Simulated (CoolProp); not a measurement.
p-xylene along the isobar 39.2 bar: fugacity coefficient from the reference equation and from simpler models built on Tc = 616.2 K, pc = 35.32 bar, ω = 0.324; each cubic takes its own stable root.

The numbers come from the reference Helmholtz-energy equation of state, Zhou 2012 in CoolProp.

| T (K) | phase | reference | van der Waals | Redlich-Kwong | Soave-Redlich-Kwong |
|---|---|---|---|---|---|
| 440.6 | liquid | 0.05718 | 0.2132 | 0.1015 | 0.05944 |
| 447.2 | liquid | 0.06568 | 0.2268 | 0.1132 | 0.06848 |
| 453.7 | liquid | 0.07489 | 0.2405 | 0.1256 | 0.07829 |
| 460.2 | liquid | 0.08497 | 0.2546 | 0.1387 | 0.08904 |
| 466.8 | liquid | 0.09612 | 0.2692 | 0.1529 | 0.1010 |
| 473.3 | liquid | 0.1080 | 0.2839 | 0.1675 | 0.1137 |
| 479.9 | liquid | 0.1211 | 0.2992 | 0.1832 | 0.1277 |
| 486.4 | liquid | 0.1349 | 0.3145 | 0.1994 | 0.1426 |
| 492.9 | liquid | 0.1498 | 0.3301 | 0.2163 | 0.1585 |
